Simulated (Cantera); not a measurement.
Input: 1 mol Pb, 16 mol H2O, 3.8 mol H2, equilibrated at 800 °C and 0.00250 bar.

Method: chemical equilibrium by Gibbs-energy minimisation in Cantera with the NASA 1993 tables (ideal gas, pure condensed phases). Candidate condensed phases: H2O, Pb, PbO, PbO2, Pb3O4; 12 gas species. Kinetics and transport are ignored.

Problem. What is the equilibrium state?

Solution. 
| Item | Result |
|---|---|
| x(H2O) | 0.784 |
| x(H2) | 0.186 |
| x(Pb) | 0.0292 |
| n(Pb(l)) | 0.404 mol |
| gas amount | 20.40 mol |
| log10 activity of PbO2(s) (absent) | -13.97 |
